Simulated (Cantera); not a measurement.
A Cantera script and its output.

```python
import numpy as np
import cantera as ct

gas = ct.Solution("gri30.yaml")
gas.TP = 300, 38000
flame = ct.CounterflowDiffusionFlame(gas, width=0.02)
flame.fuel_inlet.X, flame.fuel_inlet.T = {'CH4': 1, 'N2': 0.56}, 550
flame.oxidizer_inlet.X, flame.oxidizer_inlet.T = {'O2': 0.21, 'N2': 0.79}, 475
flame.set_refine_criteria(ratio=3, slope=0.12, curve=0.24, prune=0.03)
show = ['OH', 'H', 'NO', 'CO', 'C2H2']

rows = []
print(f"{'mdot':>8s}{'a_max':>10s}{'a_mean':>10s}{'Tmax/K':>9s}" + "".join(f"{s:>11s}" for s in show) + "   (peak mole fractions)")
for i, mdot in enumerate([0.095, 0.14, 0.2, 0.3, 0.44, 0.64, 0.94, 1.4]):  # kg/m2/s on the oxidiser side
    flame.oxidizer_inlet.mdot, flame.fuel_inlet.mdot = mdot, 0.74 * mdot
    flame.solve(loglevel=0, auto=(i == 0))
    if flame.T.max() < max(550, 475) + 100:
        print(f"{mdot:8.3g}  no burning solution found from the previous one")
        break
    dT = np.abs(np.gradient(flame.T, flame.grid))
    rows.append([flame.strain_rate("max"), flame.strain_rate("mean"), flame.T.max(),
                 *(flame.X[gas.species_index(s)].max() for s in show), max(dT[0], dT[-1]) / dT.max()])
    print(f"{mdot:8.3g}{rows[-1][0]:10.1f}{rows[-1][1]:10.1f}{rows[-1][2]:9.1f}" + "".join(f"{x:11.3e}" for x in rows[-1][3:-1]))
```

Result:

```
    mdot     a_max    a_mean   Tmax/K         OH          H         NO         CO       C2H2   (peak mole fractions)
   0.095     166.5      37.9   1981.5  7.292e-03  5.922e-03  1.866e-04  5.214e-02  9.876e-03
    0.14     233.8      55.9   1960.5  7.014e-03  6.074e-03  1.560e-04  5.176e-02  9.210e-03
     0.2     321.8      79.8   1941.6  6.748e-03  6.171e-03  1.271e-04  5.169e-02  8.496e-03
     0.3     464.8     119.7   1916.5  6.344e-03  6.160e-03  9.328e-05  5.197e-02  7.428e-03
    0.44     658.4     175.6   1882.0  5.739e-03  5.879e-03  6.040e-05  5.253e-02  6.006e-03
    0.64     923.9     255.4   1828.3  4.774e-03  5.090e-03  2.922e-05  5.318e-02  4.008e-03
    0.94  no burning solution found from the previous one
```

Computed with Cantera and GRI-Mech 3.0 (53 species, 325 reactions). GRI-Mech 3.0 has no aromatics or soot, which form on the fuel side of real flames. The maximum strain rate includes the flame's own expansion and is several times the mean. A flux with no burning solution from the previous one only brackets extinction.
